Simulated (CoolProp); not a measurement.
c-C4F8 (RC318) at several states: density (kg/m³) from the reference equation and from simpler models built on Tc = 388.4 K, pc = 27.78 bar, ω = 0.355; each cubic takes its own stable root.

Values from CoolProp's reference Helmholtz-energy equation of state, Platzer 1990. This equation is an older, rougher fit; its heat capacities, sound speeds and derivatives of the liquid may be far off and weren't checked against measurements.

| T (K) | p (bar) | phase | reference | van der Waals | Redlich-Kwong | Soave-Redlich-Kwong | Peng-Robinson |
|---|---|---|---|---|---|---|---|
| 465.8 | 4.11 | gas | 21.78 | (withheld) | 21.88 | 21.78 | 21.88 |
| 354.5 | 139 | liquid | 1390 | 996.6 | 1318 | 1342 | 1503 |
| 284.7 | 166 | liquid | 1625 | 1098 | (withheld) | (withheld) | 1765 |
| 306.4 | 0.716 | gas | 5.732 | 5.699 | 5.721 | 5.733 | 5.740 |
| 376.6 | 91.3 | liquid | 1252 | 908.0 | 1162 | 1174 | 1312 |

Task: Fill in the missing entries.

Result: 
- 465.8, van der Waals: 21.85
- 284.7, Redlich-Kwong: 1528
- 284.7, Soave-Redlich-Kwong: 1572
